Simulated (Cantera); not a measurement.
Feed: 1 mol B2H6, a varied amount of H2O, 0.38 mol H2, equilibrated at 1825 °C and 13.3 mbar.

These are equilibrium values from Cantera (NASA tables, ideal gas, pure condensed phases), not measurements of a reactor. Candidate condensed phases: B, B2O3, B3O3H3, H2O; 23 gas species. The feed counts by its element totals alone. Equilibrium is a limit: real reactors are often held back by kinetics, nucleation or transport.

Problem. Which condensed phases are stable at each of these points (n(H2O) (mol)): 1.2, 1.4, 1.7, 2.1, 2.5, 3.1, 3.7, 4.5, 5.4, 6.5, 7.9?

Solution. 
| n(H2O) (mol) | condensed phases | B condensed (%) |
|---|---|---|
| 1.2 | B(s) | 39.8 |
| 1.4 | B(s) | 29.9 |
| 1.7 | B(s) | 14.9 |
| 2.1 | gas only | 0.0 |
| 2.5 | gas only | 0.0 |
| 3.1 | gas only | 0.0 |
| 3.7 | gas only | 0.0 |
| 4.5 | gas only | 0.0 |
| 5.4 | gas only | 0.0 |
| 6.5 | gas only | 0.0 |
| 7.9 | gas only | 0.0 |

From 1.2 mol H2O to 1.7 mol H2O the condensed part is B(s). From 2.1 mol H2O to 7.9 mol H2O nothing is condensed.
